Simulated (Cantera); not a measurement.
Feed: 1 mol SiCl₄, 0.036 mol HCl, 760 mol H₂, 0.0019 mol N₂, at 0.670 bar.

Method: chemical equilibrium by Gibbs-energy minimisation in Cantera with the NASA 1993 tables (ideal gas, pure condensed phases). Candidate condensed phases: NH₄Cl, Si, Si₃N₄; 28 gas species. Gases not in the tables: Si₂H₆ and higher silanes. Rates play no part.

### Question
Which condensed phases are stable at each of these points (T (K)): 1473, 1623, 1773, 1923, 2073, 2223, 2373, 2523, 2673?

### Answer
```tsv
T (K)	condensed phases	Si condensed (%)
1473	Si(s)	93.1
1623	Si(s)	92.2
1773	Si(l)	90.9
1923	Si(l)	85.8
2073	Si(l)	65.3
2223	gas only	0.0
2373	gas only	0.0
2523	gas only	0.0
2673	gas only	0.0
```

From 1473 K to 1623 K the condensed part is Si(s). From 1773 K to 2073 K the condensed part is Si(l). From 2223 K to 2673 K nothing is condensed.
